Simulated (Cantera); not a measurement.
A closed system holds: 1 mol HF, 0.067 mol H2O, 1.5 mol O2, equilibrated at 290 bar.

Equilibrium computed with Cantera from the NASA thermochemical tables; the gas is ideal and each condensed phase is pure. Candidate condensed phases: H2O; 22 gas species. The ideal-gas law is rough above about 30 bar. The numbers say what is thermodynamically allowed, not how fast it happens. All values below are at 327 °C.

Base state: O2 0.595, HF 0.362, H2O 0.0266, H2F2 0.0161, H3F3 0.000562, H4F4 5.15e-5 (mole fractions); condensed: gas only.

### Question
What changes in the equilibrium state with this change: HF replaced by S?

### Answer
```
species          before     after
-------------  --------  --------
SO3                   0     0.996
H2SO4                 0   0.00292
SO2                   0  0.000662
O2                0.595  0.000331
HF                0.362         0
H2F2             0.0161         0
H2O              0.0266   1.35e-6
H3F3           0.000562         0
H4F4            5.15e-5         0
H2SO4(l), mol         0    0.0643
```
Further candidate phases: H2SO4, S.
